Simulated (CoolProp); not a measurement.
The numbers come from the reference Helmholtz-energy equation of state, Span 1996 in CoolProp.

Give the vapour pressure (kPa), vapour density (kg/m³), liquid conductivity (mW/(m K)) of saturated carbon dioxide at 256.2, 264, 295 K.


```tsv
T (K)	p (kPa)	vapour density (kg/m³)	liquid conductivity (mW/(m K))
256.2	2160	57.1	129
264	2710	73.1	120
295	5980	210	83.3
```

Thermal conductivity comes from a separate model (Huber 2016).
